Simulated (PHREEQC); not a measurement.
PHREEQC input (ion-association model, wateq4f.dat):

```
SOLUTION 1
  temp 25
  units mol/kgw
  pH 7 charge
  C(4) 0.029
  Na 0.029
END
SELECTED_OUTPUT 1
  -reset false
  -pH true
  -pe true
  -ionic_strength true
  -water true
  -totals B C Fe Na S C(-4) C(4) Fe(2) Fe(3) S(-2)
    S(6)
  -molalities H+ H3BO3 CO3-2 Fe+2 Na+ SO4-2 Fe+3 FeOH+2 FeOH+ Fe(OH)3-
    FeSO4+ FeSO4 H2BO3- CO2 HCO3- NaCO3- NaHCO3 NaSO4- HSO4- H2S
    HS- S-2 O2 Fe(OH)2+ Fe(OH)3 Fe(OH)4- Fe(OH)2 FeHSO4+ OH- FeHSO4+2
    Fe(SO4)2- Fe2(OH)2+4 Fe3(OH)4+5 Fe(HS)2 Fe(HS)3- FeHCO3+ FeCO3
  -equilibrium_phases Jarosite-Na Fe(OH)3(a) Mirabilite Nahcolite Natron
PRINT
  -reset false
USE solution 1
REACTION 1
  Na2B4O7 1
  0 0.005 0.01 0.015 0.02 0.025 0.03 0.035 0.04 0.045 0.05 0.055 0.06 moles
EQUILIBRIUM_PHASES 1
  Jarosite-Na 0 0.1
  Fe(OH)3(a) 0 0
  Mirabilite 0 0
  Nahcolite 0 0
  Natron 0 0
  O2(g) -0.68 10
END
```

Selected output (columns that matter, 13 of 13 rows; Na2B4O7 added (mol) added in front):

```
Na2B4O7 added (mol)	pH	mu	B	C	Fe	Na	S	m_H+	m_H3BO3	m_Na+	m_SO4-2	m_FeOH+2	Jarosite-Na	Fe(OH)3(a)
0	4.7405	0.054309	0	0.029	4.1229e-06	0.038396	0.018791	2.1374e-05	0	0.036946	0.017336	3.6739e-07	0.090605	0.028182
0.005	4.8361	0.072319	0.020013	0.029019	3.329e-06	0.051682	0.025315	1.7391e-05	0.020012	0.049332	0.022966	2.5775e-07	0.087351	0.037945
0.01	4.9082	0.090092	0.040051	0.029037	2.8416e-06	0.064992	0.031859	1.4891e-05	0.040048	0.061598	0.028475	1.9822e-07	0.084091	0.047724
0.015	4.9659	0.10766	0.060114	0.029055	2.5078e-06	0.078322	0.038419	1.3153e-05	0.06011	0.073762	0.033879	1.6111e-07	0.080827	0.057516
0.02	5.014	0.12504	0.080203	0.029074	2.2627e-06	0.091672	0.044993	1.1864e-05	0.080196	0.085837	0.039188	1.3583e-07	0.07756	0.067317
0.025	5.055	0.14226	0.10032	0.029092	2.0737e-06	0.10504	0.051582	1.0862e-05	0.10031	0.097831	0.044412	1.1754e-07	0.074291	0.077126
0.03	5.0909	0.15932	0.12046	0.02911	1.9227e-06	0.11843	0.058183	1.0058e-05	0.12044	0.10975	0.049558	1.037e-07	0.071019	0.086941
0.035	5.1227	0.17625	0.14062	0.029129	1.7988e-06	0.13184	0.064796	9.3943e-06	0.14061	0.12161	0.054631	9.2867e-08	0.067745	0.096762
0.04	5.1512	0.19305	0.16081	0.029147	1.6949e-06	0.14526	0.071421	8.836e-06	0.16079	0.1334	0.059637	8.4152e-08	0.06447	0.10659
0.045	5.1771	0.20973	0.18103	0.029166	1.6063e-06	0.15871	0.078057	8.3583e-06	0.181	0.14514	0.06458	7.6989e-08	0.061193	0.11642
0.05	5.2008	0.2263	0.20127	0.029184	1.5296e-06	0.17217	0.084704	7.944e-06	0.20124	0.15683	0.069462	7.0997e-08	0.057915	0.12625
0.055	5.2226	0.24276	0.22154	0.029203	1.4624e-06	0.18565	0.091362	7.5803e-06	0.2215	0.16846	0.074288	6.5909e-08	0.054636	0.13609
0.06	5.2428	0.25912	0.24183	0.029221	1.403e-06	0.19915	0.09803	7.2581e-06	0.24179	0.18005	0.079061	6.1533e-08	0.051356	0.14593
```
